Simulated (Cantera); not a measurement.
## Ammonia decomposition in nitride growth gas

An isothermal, constant-pressure homogeneous reactor starts with NH3 : N2 = 1 : 14 (molar parts), at 2150 K and 70000 Pa.

Computed with Cantera and the gas-phase N/H chemistry of the illustrative SiF4/NH3 mechanism in the Surface Chemkin manual (1991). Walls and surfaces, which speed up NH3 decomposition in real reactors, are not modelled.

```csv
t (s),x NH3,x N2H4,x N2H2,x NH,x NH2
9.00e-6,0.0666,1.57e-10,1.02e-9,3.77e-8,3.89e-5
3.21e-5,0.0665,2.09e-9,1.83e-8,6.11e-7,0.000141
0.000115,0.0661,2.13e-8,2.67e-7,4.71e-6,0.000451
0.000408,0.0646,4.84e-8,7.56e-7,1.07e-5,0.000680
0.00146,0.0596,2.99e-8,6.58e-7,1.42e-5,0.000534
0.00520,0.0447,1.36e-8,4.44e-7,1.62e-5,0.000361
0.0185,0.0168,2.85e-9,1.41e-7,1.25e-5,0.000165
0.0661,0.000618,2.59e-11,3.32e-9,3.47e-6,1.57e-5
0.236,5.91e-6,<1e-12,2.70e-12,1.33e-7,3.00e-7
0.841,1.08e-6,<1e-12,<1e-12,2.44e-8,5.48e-8
3.00,3.71e-7,<1e-12,<1e-12,8.40e-9,1.89e-8
```
x: mole fraction; the columns are a selection and need not sum to one.

Equilibrium at this temperature and pressure: NH3 3.00e-7, N2H4 <1e-12, N2H2 <1e-12, NH 6.79e-9, NH2 1.53e-8 (gas phase only).
